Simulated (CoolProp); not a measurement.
Values from CoolProp's reference Helmholtz-energy equation of state, Tillner-Roth 1994.

Q: For R134a, give the phase and the Z, cv (kJ/(kg K)), Joule-Thomson coefficient (K/MPa), isothermal compressibility (1/MPa) at -36.65 °C and 3 bar; -31.55 °C and 3 bar.

A: 
- -36.65 °C and 3 bar: liquid; Z 0.0111, cv 0.836, Joule-Thomson coefficient -0.287, isothermal compressibility 0.00170
- -31.55 °C and 3 bar: liquid; Z 0.0109, cv 0.842, Joule-Thomson coefficient -0.275, isothermal compressibility 0.00183
